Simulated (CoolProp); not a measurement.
R245fa along the isotherm 166.85 °C: fugacity coefficient from the reference equation and from simpler models built on Tc = 153.9 °C, pc = 3.651 MPa, ω = 0.378; each cubic takes its own stable root.

Model: reference Helmholtz-energy equation of state, Akasaka 2015, in CoolProp.

```csv
p (MPa),phase,reference,Soave-Redlich-Kwong,Peng-Robinson
0.0577,gas,0.9953,0.9952,0.9946
0.109,gas,0.9912,0.9909,0.9898
0.207,gas,0.9832,0.9827,0.9806
0.393,gas,0.9682,0.9673,0.9634
0.746,gas,0.9399,0.9383,0.9312
1.41,gas,0.8870,0.8846,0.8722
2.68,gas,0.7865,0.7840,0.7639
5.08,supercritical,0.5812,0.5880,0.5633
9.63,supercritical,0.3744,0.3942,0.3695
18.3,supercritical,0.2728,0.2987,0.2701
```
